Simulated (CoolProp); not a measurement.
Vapour-liquid equilibrium of R22 (1) + R142b (2) at 0.025 bar; x and y are mole fractions of (1).

Computed with CoolProp (multi-fluid Helmholtz-energy mixture model, Kamei 1995 and Lemmon 2006; pair parameters Bell 2016).

```csv
x,"bubble temperature, mixture model (K)","bubble temperature, Raoult's law (K)","y, mixture model","y, Raoult's law"
0.05,195.8,195.8,0.246,0.250
0.125,192.5,192.3,0.473,0.486
0.2,189.9,189.5,0.614,0.632
0.275,187.7,187.2,0.710,0.728
0.35,185.9,185.2,0.780,0.796
0.425,184.3,183.6,0.834,0.846
0.5,182.8,182.1,0.875,0.883
0.575,181.4,180.8,0.908,0.913
0.65,180.1,179.7,0.935,0.936
0.725,179.0,178.6,0.955,0.955
0.8,177.9,177.7,0.972,0.970
0.875,176.9,176.8,0.985,0.983
0.95,176.1,176.0,0.995,0.994
```

The largest gap from Raoult's law is +0.7 K in bubble temperature, at x = 0.425. No azeotrope shows between x = 0.05 and 0.95.

Pair parameters are fitted to limited data, so mixtures are less certain than the pure fluids.
